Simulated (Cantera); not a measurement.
Thermodynamics of carbon deposition, reforming and gasification, feed C2H6 + NH3

A closed system holds: 1 mol C2H6, 0.13 mol NH3, held at 13.3 mbar.

Equilibrium computed with Cantera from the NASA thermochemical tables; the gas is ideal and each condensed phase is pure. Candidate condensed phases: C, C6H6, C7H8, C8H18; 92 gas species. The numbers say what is thermodynamically allowed, not how fast it happens.

| T (°C) | log p H2 | log p CH4 | log p N2 | log p H | log p HCN | log p C2H2 (acetylene) | n C(graphite) |
|---|---|---|---|---|---|---|---|
| 275 | -2.36 | -2.07 | -3.36 | <-13 | <-13 | <-13 | 0.726 |
| 425 | -1.93 | -2.91 | -3.54 | <-13 | -11.04 | <-13 | 1.72 |
| 575 | -1.89 | -3.97 | -3.57 | -11.66 | -9.26 | -12.94 | 1.97 |
| 725 | -1.88 | -4.78 | -3.57 | -9.61 | -8.03 | -10.85 | 2.00 |
| 875 | -1.88 | -5.39 | -3.58 | -8.09 | -7.12 | -9.31 | 2.00 |
| 1025 | -1.88 | -5.87 | -3.58 | -6.91 | -6.42 | -8.14 | 2.00 |
| 1175 | -1.88 | -6.24 | -3.58 | -5.98 | -5.87 | -7.21 | 2.00 |
| 1325 | -1.88 | -6.55 | -3.58 | -5.22 | -5.43 | -6.45 | 2.00 |
| 1475 | -1.88 | -6.81 | -3.58 | -4.58 | -5.06 | -5.83 | 2.00 |
log p: log10 of the partial pressure in bar; n: condensed amount in mol.

From 275 °C to 1475 °C the condensed part is C(graphite). The main C-bearing gas is CH4 at 275 °C and HCN at 1475 °C.
